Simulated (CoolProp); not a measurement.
Vapour-liquid equilibrium of benzene (1) + cyclohexane (2) at 235.35 °C; x and y are mole fractions of (1).

Values from CoolProp's multi-fluid Helmholtz-energy mixture model, Thol 2012 and Zhou 2014; pair parameters Bell 2016.

Task: Give the bubble pressure and the first vapour's composition at x = 0.35, 0.55, 0.85. Is there an azeotrope?

Result: x = 0.35: 2456 kPa, y = 0.370; x = 0.55: 2507 kPa, y = 0.559; x = 0.85: 2496 kPa, y = 0.843. y crosses x between x = 0.65 and 0.75: the model has an azeotrope there.

The pair parameters rest on a limited set of measurements; away from them the model extrapolates.
